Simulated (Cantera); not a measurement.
A closed system holds: 1 mol LiCl, 0.11 mol HCl, 150 mol H2, equilibrated at 1427 °C and 1.40 Pa.

These are equilibrium values from Cantera (NASA tables, ideal gas, pure condensed phases), not measurements of a reactor. Candidate condensed phases: Li, LiCl, LiH; 11 gas species. Rates play no part.

Base state: H2 0.953, H 0.0384, LiCl 0.00495, HCl 0.00218, Li 0.00154, Cl 6.84e-5 (mole fractions); condensed: gas only.

**Question.** What changes in the equilibrium state with this change: HCl from 0.11 to 2.6 mol?

**Answer.** 
```csv
species,before,after
H2,0.953,0.939
H,0.0384,0.0382
HCl,0.00218,0.0163
Li,0.00154,0.000252
LiCl,0.00495,0.00613
Cl,6.84e-5,0.000516
```

**Question.** What changes in the equilibrium state with this change: temperature from 1427 °C to 1352 °C?

**Answer.** 
```
species   before     after
-------  -------  --------
H2         0.953     0.973
H         0.0384    0.0186
LiCl     0.00495   0.00558
Cl       6.84e-5   2.51e-5
Li       0.00154  0.000971
HCl      0.00218   0.00167
```

**Question.** What changes in the equilibrium state with this change: pressure from 1.40 Pa to 1330 Pa?

**Answer.** 
| species | before | after |
|---|---|---|
| H2 | 0.953 | 0.991 |
| LiCl | 0.00495 | 0.00645 |
| H | 0.0384 | 0.00127 |
| Cl | 6.84e-5 | 8.87e-7 |
| Li | 0.00154 | 0.000162 |
